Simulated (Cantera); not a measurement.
A Cantera script and what it prints.

```python
import numpy as np
import cantera as ct

gas_names = """
    CL CL2 H HCL H2 Si SiCL SiCL2 SiCL3 SiCL4 SiH SiHCL3 SiH2 SiH2CL2 SiH3 SiH3CL SiH4 Si2 Si3
""".split()
cond_names = """
    Si(cr) Si(L)
""".split()


# ... load() reads the species with a 1 bar reference pressure and builds the phases ...
atoms = {
    'Si3H8': {'Si': 3, 'H': 8},
    'Cl2': {'CL': 2},
    'H2': {'H': 2},
}
top_T = {}  # K; cautious upper limits of use, not melting points


# ... equilibrate(T, P, feed) seeds the gas with the atoms and calls Mixture.equilibrate('TP', solver="vcs", rtol=1e-11, max_steps=5000) ...
results = []
feed = {'Si3H8': 1, 'Cl2': 0.56, 'H2': 25}  # mol
P = 1000  # Pa
for T in [898, 973, 1048, 1123, 1198, 1273, 1348, 1423, 1498, 1573, 1648, 1723]:
    mix = equilibrate(T, P, feed)
    results.append((T, P, feed, dict(zip(mix.species_names, mix.species_moles))))

top = {s: max(r[3][s] / sum(r[3][g] for g in gas_names) for r in results) for s in gas_names}
cols = sorted((s for s in top if top[s] > 0.0001), key=lambda s: -top[s])[:9]
seen = [c for c in cond_names if any(r[3].get(c, 0) > 1e-12 for r in results)]
print("log10 of partial pressures in bar; condensed amounts in mol")
print(f"{'T/K':>10s}" + "".join(f"{s[:9]:>10s}" for s in cols + seen))
for T, P, feed, n in results:
    ng = sum(n[g] for g in gas_names)
    print(f"{T:10.4g}" + "".join(f"{np.log10(max(n[s] / ng * P / 1e5, 1e-99)):10.3f}" for s in cols)
          + "".join(f"{n.get(c, 0):10.4g}" for c in seen))
```

Output:

```
log10 of partial pressures in bar; condensed amounts in mol
       T/K        H2       HCL     SiCL4     SiCL2    SiHCL3         H     SiCL3    Si(cr)     Si(L)
       898    -2.007    -4.147    -4.228    -6.156    -4.643   -10.964    -6.034     2.753         0
       973    -2.009    -3.863    -4.355    -5.510    -4.751    -9.971    -5.661       2.8         0
      1048    -2.012    -3.658    -4.614    -5.034    -4.957    -9.118    -5.455     2.857         0
      1123    -2.014    -3.544    -5.087    -4.749    -5.323    -8.378    -5.465     2.898         0
      1198    -2.015    -3.505    -5.744    -4.623    -5.825    -7.729    -5.657     2.913         0
      1273    -2.015    -3.498    -6.432    -4.567    -6.348    -7.155    -5.908     2.914         0
      1348    -2.015    -3.498    -7.072    -4.533    -6.835    -6.643    -6.153     2.911         0
      1423    -2.015    -3.501    -7.651    -4.508    -7.275    -6.185    -6.378     2.907         0
      1498    -2.015    -3.505    -8.174    -4.488    -7.672    -5.773    -6.583     2.903         0
      1573    -2.015    -3.508    -8.647    -4.471    -8.032    -5.399    -6.769     2.899         0
      1648    -2.016    -3.511    -9.078    -4.457    -8.360    -5.058    -6.939     2.895         0
      1723    -2.016    -3.510    -9.482    -4.465    -8.674    -4.747    -7.111         0     2.893
```

Method: chemical equilibrium by Gibbs-energy minimisation in Cantera with the NASA 1993 tables (ideal gas, pure condensed phases). The feed counts by its element totals alone. The tables' values for SiCl3, SiCl are old estimates; treat these amounts as uncertain. Gases not in the tables: Si2H6 and higher silanes.
